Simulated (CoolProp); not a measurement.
R1234yf along the isobar 4.71 MPa: Z from the reference equation and from simpler models built on Tc = 367.8 K, pc = 3.384 MPa, ω = 0.276; each cubic takes its own stable root.

Values from CoolProp's reference Helmholtz-energy equation of state, Lemmon 2022.

```tsv
T (K)	phase	reference
285	liquid	0.1954
294.5	liquid	0.1940
304.1	liquid	0.1933
313.7	liquid	0.1933
323.3	liquid	0.1942
332.9	liquid	0.1961
342.5	liquid	0.1996
352	liquid	0.2052
361.6	liquid	0.2145
371.2	supercritical	0.2319
380.8	supercritical	0.2762
```

How far does each simpler model (van der Waals, Redlich-Kwong, Soave-Redlich-Kwong, Peng-Robinson) lie from the reference over these 11 states: mean and median of the absolute difference, and the worst?


- van der Waals: mean 54.9 %, median 58.7 %, worst +63.0 % at 285 K and 4.71 MPa
- Redlich-Kwong: mean 19.3 %, median 18.9 %, worst +22.8 % at 361.6 K and 4.71 MPa
- Soave-Redlich-Kwong: mean 16.9 %, median 15.6 %, worst +24.5 % at 380.8 K and 4.71 MPa
- Peng-Robinson: mean 4.7 %, median 2.5 %, worst +15.0 % at 380.8 K and 4.71 MPa
